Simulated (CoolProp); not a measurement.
Methanol at several states: density (kg/m³) from the reference equation and from simpler models built on Tc = 513.4 K, pc = 8.216 MPa, ω = 0.565; each cubic takes its own stable root.

Values from CoolProp's reference Helmholtz-energy equation of state, de Reuck 1993.

| T (K) | p (MPa) | phase | reference | Redlich-Kwong | Peng-Robinson |
|---|---|---|---|---|---|
| 531.5 | 0.041 | gas | 0.2977 | 0.2977 | 0.2978 |
| 246.6 | 1.62 | liquid | ? | 608.2 | 715.3 |
| 441 | 0.0878 | gas | 0.7724 | 0.7716 | 0.7726 |
| 618.1 | 25.2 | supercritical | 293.3 | ? | ? |

**Question.** What belongs in the gaps?

**Answer.** 
- 246.6, reference: 836.0
- 618.1, Redlich-Kwong: 269.3
- 618.1, Peng-Robinson: 236.3
